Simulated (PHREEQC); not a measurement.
## Reverse-osmosis permeate

Model water analysis in mg/L, 25 °C, pH 5.91, pe 8.2:

```csv
constituent,mg/L
Na,1.93
K,0.482
Ca,1.36
Mg,0.512
Cl,2.06
S(6) as SO4,6.2
Alkalinity as HCO3,0.93
Pb,0.599
```

Valence states are taken as typed.

Equilibrium calculation in PHREEQC: ion-association model, phreeqc.dat.

No solid was allowed to form.

### Question
What charge-balance error does the model give?

### Answer
charge-balance error 2.3 %.

### Question
In which forms is C present?

### Answer
CO2 73 %, HCO3- 27 % of the C.
